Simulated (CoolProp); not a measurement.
p-xylene at several states: fugacity coefficient from the reference equation and from simpler models built on Tc = 616.2 K, pc = 3.532 MPa, ω = 0.324; each cubic takes its own stable root.

The numbers come from the reference Helmholtz-energy equation of state, Zhou 2012 in CoolProp.

```csv
T (K),p (MPa),phase,reference
435.4,0.0308,gas,0.9890
381.3,2.92,liquid,0.01583
447.8,19.2,liquid,0.02452
558.7,1.2,gas,0.8267
560.1,0.0274,gas,0.9960
359.2,0.0596,liquid,0.3251
```

Question: How far does each simpler model (Redlich-Kwong, Soave-Redlich-Kwong) lie from the reference over these 6 states: mean and median of the absolute difference, and the worst?

Answer: 
- Redlich-Kwong: mean 66.8 %, median 46.6 %, worst +167.9 % at 359.2 K and 0.0596 MPa
- Soave-Redlich-Kwong: mean 3.0 %, median 1.0 %, worst +12.8 % at 447.8 K and 19.2 MPa
